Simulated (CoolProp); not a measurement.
Vapour pressure (bar) of fluorine: the reference equation beside estimates from Tc = 144.4 K, pc = 52.40 bar, ω = 0.045.

Values from CoolProp's reference Helmholtz-energy equation of state, de Reuck 1990.

```
T (K)  reference  Lee-Kesler  van der Waals  Redlich-Kwong  Soave-Redlich-Kwong
-----  ---------  ----------  -------------  -------------  -------------------
75.3      0.2831      0.2907          1.924         0.2078               0.2862
81.3      0.6462      0.6598          3.119         0.5317               0.6534
87.4       1.318       1.341          4.783          1.174                1.333
93.4       2.408       2.446          6.927          2.263                2.436
99.4       4.071       4.127          9.632          3.967                4.122
105.5      6.510       6.584          13.01          6.503                6.599
111.5      9.809       9.896          17.01          9.954                9.957
117.6      14.25       14.34          21.79          14.60                14.49
123.6      19.88       19.96          27.25          20.44                20.22
129.6      26.95       27.01          33.49          27.68                27.39
135.7      35.86       35.91          40.65          36.62                36.34
```

Absolute difference from the reference over all 11 rows, mean and median: Lee-Kesler 1.2 and 1.1 %, van der Waals 168.2 and 99.8 %, Redlich-Kwong 6.9 and 2.7 %, Soave-Redlich-Kwong 1.4 and 1.3 %.
